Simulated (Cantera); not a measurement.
## Metals in furnace atmospheres: Cu + O₂ + N₂

A closed system holds: 1 mol Cu, 0.0042 mol O₂, 29 mol N₂, at 1 atm.

Method: chemical equilibrium by Gibbs-energy minimisation in Cantera with the NASA 1993 tables (ideal gas, pure condensed phases). Candidate condensed phases: Cu, CuO, Cu₂O; 12 gas species. Mutual solubility and eutectic melting of coexisting phases are not modelled. Equilibrium is a limit: real reactors are often held back by kinetics, nucleation or transport.

From 923 K to 1323 K the condensed part is Cu(s) + Cu₂O(s). At 1423 K the condensed part is Cu(l) + Cu₂O(s). From 1523 K to 1623 K the condensed part is Cu(l).

| T (K) | x N₂ | x O₂ | x NO | x Cu | x O | x CuO | x Cu₂ | x NO₂ | n Cu(s) | n Cu₂O(s) | n Cu(l) |
|---|---|---|---|---|---|---|---|---|---|---|---|
| 923 | 1.00 | 3.56e-12 | 5.80e-11 | <1e-12 | <1e-12 | <1e-12 | <1e-12 | <1e-12 | 0.983 | 0.00840 | 0 |
| 1023 | 1.00 | 2.56e-10 | 1.58e-9 | 3.79e-11 | <1e-12 | <1e-12 | <1e-12 | <1e-12 | 0.983 | 0.00840 | 0 |
| 1123 | 1.00 | 8.50e-9 | 2.36e-8 | 1.24e-9 | <1e-12 | <1e-12 | <1e-12 | <1e-12 | 0.983 | 0.00840 | 0 |
| 1223 | 1.00 | 1.57e-7 | 2.26e-7 | 2.26e-8 | 1.59e-11 | 3.23e-12 | <1e-12 | 3.00e-12 | 0.983 | 0.00838 | 0 |
| 1323 | 1.000 | 1.85e-6 | 1.53e-6 | 2.65e-7 | 3.59e-10 | 1.03e-10 | 2.71e-11 | 4.54e-11 | 0.983 | 0.00825 | 0 |
| 1423 | 1.000 | 1.88e-5 | 8.78e-6 | 2.06e-6 | 5.81e-9 | 2.09e-9 | 4.78e-10 | 5.76e-10 | 0 | 0.00705 | 0.986 |
| 1523 | 1.000 | 0.000126 | 3.77e-5 | 1.19e-5 | 6.15e-8 | 2.61e-8 | 5.39e-9 | 4.66e-9 | 0 | 0 | 1.000 |
| 1623 | 1.000 | 0.000116 | 5.66e-5 | 5.48e-5 | 2.04e-7 | 9.92e-8 | 4.45e-8 | 5.10e-9 | 0 | 0 | 0.998 |
x: gas mole fraction; n: condensed amount in mol.
